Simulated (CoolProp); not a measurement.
Vapour-liquid equilibrium of isobutane (1) + isobutene (2) at -79.05 °C; x and y are mole fractions of (1).

Model: multi-fluid Helmholtz-energy mixture model, Bücker 2006 and Lemmon 2005; pair parameters Bell 2016, in CoolProp.

Question: Give the bubble pressure and the first vapour's composition at x = 0.2, 0.35, 0.65. Is there an azeotrope?

Answer: x = 0.2: 0.001907 MPa, y = 0.276; x = 0.35: 0.002030 MPa, y = 0.442; x = 0.65: 0.002241 MPa, y = 0.718. No azeotrope shows between x = 0.05 and 0.95.

The pair parameters rest on a limited set of measurements; away from them the model extrapolates.
